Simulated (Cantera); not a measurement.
A closed system holds: 1 mol Si, 0.82 mol HCl, 2.3 mol H2, at 1430 Torr.

Equilibrium computed with Cantera from the NASA thermochemical tables; the gas is ideal and each condensed phase is pure. Candidate condensed phases: Si; 19 gas species. Gases not in the tables: Si2H6 and higher silanes. Equilibrium is a limit: real reactors are often held back by kinetics, nucleation or transport.

Which condensed phases are stable at each of these points (T (°C)): 1075, 1125, 1175, 1225, 1275, 1325, 1375, 1425?


```json
[
 {"T (°C)": "1075", "condensed phases": "Si(s)", "Si condensed (%)": "79.7"},
 {"T (°C)": "1125", "condensed phases": "Si(s)", "Si condensed (%)": "79.9"},
 {"T (°C)": "1175", "condensed phases": "Si(s)", "Si condensed (%)": "79.8"},
 {"T (°C)": "1225", "condensed phases": "Si(s)", "Si condensed (%)": "79.7"},
 {"T (°C)": "1275", "condensed phases": "Si(s)", "Si condensed (%)": "79.4"},
 {"T (°C)": "1325", "condensed phases": "Si(s)", "Si condensed (%)": "79.1"},
 {"T (°C)": "1375", "condensed phases": "Si(s)", "Si condensed (%)": "78.8"},
 {"T (°C)": "1425", "condensed phases": "Si(l)", "Si condensed (%)": "78.7"}
]
```

From 1075 °C to 1375 °C the condensed part is Si(s). At 1425 °C the condensed part is Si(l).
